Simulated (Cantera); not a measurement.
**Equilibrium for silicon carbide growth: Si(CH3)4 + C2H4 + H2**

Input: 1 mol Si(CH3)4, 0.02 mol C2H4, 92 mol H2, at 1500 Pa.

Method: chemical equilibrium by Gibbs-energy minimisation in Cantera with the NASA 1993 tables (ideal gas, pure condensed phases). Candidate condensed phases: C, C6H6, C7H8, C8H18, Si, SiC; 87 gas species. Gases not in the tables: Si2H6 and higher silanes. Equilibrium is a limit: real reactors are often held back by kinetics, nucleation or transport.

```
T (°C)   x H2       x H      x Si  x C2H2 (acetylene)  n C(graphite)  n SiC(s)
------  -----  --------  --------  ------------------  -------------  --------
750     0.999   3.38e-8    <1e-12             2.09e-9           2.93      1.00
850     1.000   3.48e-7    <1e-12             2.20e-8           3.00      1.00
950     1.000   2.45e-6    <1e-12             1.57e-7           3.02      1.00
1050    1.000   1.29e-5  1.97e-11             8.25e-7           3.03      1.00
1150    1.000   5.42e-5  5.40e-10             3.43e-6           3.03      1.00
1250    1.000  0.000189   9.57e-9             1.18e-5           3.03     1.000
1350    0.999  0.000564   1.19e-7             3.48e-5           3.03     1.000
1450    0.998   0.00149   1.09e-6             9.04e-5           3.02     1.000
1550    0.996   0.00353   7.88e-6            0.000211           3.00     0.999
1650    0.992   0.00766   4.61e-5            0.000448           2.96     0.994
1750    0.983    0.0154  0.000226            0.000879           2.89     0.973
1850    0.968    0.0288  0.000954             0.00160           2.82     0.882
1950    0.942    0.0508   0.00353             0.00273           2.85     0.538
```
x: gas mole fraction; n: condensed amount in mol.

From 750 °C to 1950 °C the condensed part is C(graphite) + SiC(s).
